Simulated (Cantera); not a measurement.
An adiabatic, constant-pressure homogeneous reactor starts with C3H8 : O2 : N2 = 1 : 3.57 : 13.4 (molar parts), equivalence ratio 1.4, at 1498 K and 9.87 atm. Integrator tolerance rtol = 1e-08.

Detailed kinetics in Cantera: GRI-Mech 3.0 (53 species, 325 reactions). GRI-Mech 3.0 was tuned for natural gas; its chemistry of propane as a main component is partial and can be far from experiment.

```
quantity                                                            before                                  after
---------------------------------  ---------------------------------------  -------------------------------------
time of steepest temperature rise                                  21.7 µs                                20.9 µs
temperature at 0.100 s                                              2913 K                                 2766 K
equilibrium temperature                                             2913 K                                 2766 K
x(C3H8) at 0.100 s                   <1e-12 (gas-phase equilibrium <1e-12)  <1e-12 (gas-phase equilibrium <1e-12)
x(O2) at 0.100 s                   0.00115 (gas-phase equilibrium 0.00115)  0.0465 (gas-phase equilibrium 0.0465)
x(CO2) at 0.100 s                    0.0448 (gas-phase equilibrium 0.0448)  0.0729 (gas-phase equilibrium 0.0729)
x(CH2CO) at 0.100 s                  <1e-12 (gas-phase equilibrium <1e-12)  <1e-12 (gas-phase equilibrium <1e-12)
x(C2H2) at 0.100 s                   <1e-12 (gas-phase equilibrium <1e-12)  <1e-12 (gas-phase equilibrium <1e-12)
```

Q: Which change was made?
A. initial temperature 1498 to 1575 K
B. C3H8 1 to 0.53 parts
C. C3H8 1 to 0.78 parts
D. initial temperature 1498 to 1425 K

A: B, C3H8 1 to 0.53 parts
